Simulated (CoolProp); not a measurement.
Computed with CoolProp (reference Helmholtz-energy equation of state, Lemmon 2006). It is a short technical equation, of lower accuracy than the large ones.

Problem. For acetone, give the phase and the density (kg/m³), cv (kJ/(kg K)), speed of sound (m/s), expansivity (1/kK) at 209.15 °C and 3.05 MPa; 231.75 °C and 3.05 MPa; 265.55 °C and 3.05 MPa.

Solution. 
- 209.15 °C and 3.05 MPa: gas; density 77.2, cv 2.11, speed of sound 176, expansivity 14.8
- 231.75 °C and 3.05 MPa: gas; density 61.8, cv 2.00, speed of sound 206, expansivity 7.08
- 265.55 °C and 3.05 MPa: gas; density 51.4, cv 1.97, speed of sound 234, expansivity 4.39
